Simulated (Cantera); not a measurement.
Input: 1 mol SiO2, 5.7 mol C, 0.062 mol CO, held at 2598 K and 35.0 mbar.

These are equilibrium values from Cantera (NASA tables, ideal gas, pure condensed phases), not measurements of a reactor. Candidate condensed phases: C, Si, SiC, SiO2; 20 gas species. Rates play no part.

Base state: CO 0.851, Si 0.0821, SiC2 0.0279, SiO 0.0228, Si2C 0.0150, Si2 0.000753, C3 6.15e-5, SiC 6.06e-5 (mole fractions); condensed: C(graphite) + SiC(s).

Problem. What changes in the equilibrium state with this change: SiO2 replaced by CuO?

Solution. 
```csv
species,before,after
CO,0.851,0.515
Cu,0,0.484
Cu2,0,0.000514
Si,0.0821,0
SiC2,0.0279,0
SiO,0.0228,0
Si2C,0.0150,0
Si2,0.000753,0
SiC,6.06e-5,0
Si3,3.75e-5,0
C,1.74e-5,1.74e-5
C3,6.15e-5,6.15e-5
"C(graphite), mol",2.97,4.70
"SiC(s), mol",0.612,0
```
Further candidate phases: Cu, CuO, Cu2O.
